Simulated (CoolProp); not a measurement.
Saturation properties of CH3F (R41) (Tc = 317.3 K, pc = 5906 kPa, ω = 0.200).

Model: reference Helmholtz-energy equation of state, Lemmon 2006, in CoolProp. It is a short technical equation, of lower accuracy than the large ones.

| T (K) | p (kPa) | liquid density (kg/m³) | vapour density (kg/m³) | liquid cp (kJ/(kg K)) | surface tension (mN/m) |
|---|---|---|---|---|---|
| 174.8 | 29.19 | 921.6 | 0.6975 | 2.058 | 18.7 |
| 187 | 64.64 | 897.2 | 1.462 | 2.063 | 16.7 |
| 199.1 | 127.7 | 872.1 | 2.762 | 2.079 | 14.8 |
| 211.3 | 232.6 | 845.6 | 4.851 | 2.106 | 12.9 |
| 223.4 | 392.8 | 817.9 | 7.984 | 2.148 | 11.1 |
| 235.6 | 628.6 | 788.2 | 12.58 | 2.209 | 9.36 |
| 247.7 | 955.2 | 756.4 | 19.07 | 2.295 | 7.67 |
| 259.9 | 1399 | 721.4 | 28.25 | 2.420 | 6.04 |
| 272.1 | 1983 | 682.4 | 41.23 | 2.609 | 4.49 |

It boils at 194.8 K under 1 atm.

Surface tension comes from a separate correlation (Mulero 2012).
